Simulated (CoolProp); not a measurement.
Methanol at 395.45 K and 0.556 MPa flows at 0.68 m/s in a round tube of 2 mm bore and 45 µm roughness, fully developed (64/Re and Nu = 3.66 if laminar; Colebrook and Gnielinski if turbulent). Each further row changes one setting.

Values from CoolProp's reference Helmholtz-energy equation of state, de Reuck 1993.

| case | Reynolds number | Darcy friction factor | pressure drop (Pa/m) | heat-transfer coefficient (W/(m² K)) | mass flow (kg/h) |
|---|---|---|---|---|---|
| as stated | 653 | 0.0980 | 68.0 | 48.0 | 0.0462 |
| velocity 1.36 m/s | 1310 | 0.0490 | 136 | 48.0 | 0.0923 |
| diameter 4 mm | 1310 | 0.0490 | 17.0 | 24.0 | 0.185 |

Viscosity comes from a separate model (Xiang 2006). Thermal conductivity comes from a separate model (Sykioti 2013).
